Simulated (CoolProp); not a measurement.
Vapour-liquid equilibrium of methanol (1) + n-undecane (2) at 440.2 K; x and y are mole fractions of (1).

Computed with CoolProp (multi-fluid Helmholtz-energy mixture model, de Reuck 1993 and Aleksandrov 2011; pair parameters Bell 2016).

```json
[
 {"x": "0.05", "bubble pressure, mixture model (bar)": "0.7563", "bubble pressure, Raoult's law (bar)": "1.480", "y, mixture model": "0.400", "y, Raoult's law": "0.696"},
 {"x": "0.2", "bubble pressure, mixture model (bar)": "3.850", "bubble pressure, Raoult's law (bar)": "4.499", "y, mixture model": "0.903", "y, Raoult's law": "0.916"},
 {"x": "0.35", "bubble pressure, mixture model (bar)": "9.468", "bubble pressure, Raoult's law (bar)": "7.519", "y, mixture model": "0.963", "y, Raoult's law": "0.959"},
 {"x": "0.5", "bubble pressure, mixture model (bar)": "13.82", "bubble pressure, Raoult's law (bar)": "10.54", "y, mixture model": "0.975", "y, Raoult's law": "0.978"},
 {"x": "0.65", "bubble pressure, mixture model (bar)": "15.72", "bubble pressure, Raoult's law (bar)": "13.56", "y, mixture model": "0.979", "y, Raoult's law": "0.988"},
 {"x": "0.8", "bubble pressure, mixture model (bar)": "17.00", "bubble pressure, Raoult's law (bar)": "16.58", "y, mixture model": "0.982", "y, Raoult's law": "0.994"},
 {"x": "0.95", "bubble pressure, mixture model (bar)": "19.43", "bubble pressure, Raoult's law (bar)": "19.60", "y, mixture model": "0.993", "y, Raoult's law": "0.999"}
]
```

The largest gap from Raoult's law is -48.9 % in bubble pressure, at x = 0.05. No azeotrope shows between x = 0.05 and 0.95.

Pair parameters are fitted to limited data, so mixtures are less certain than the pure fluids. The gap from Raoult's law changes sign with composition, which may be real or a fault of the pair parameters; it wasn't checked against measurements.
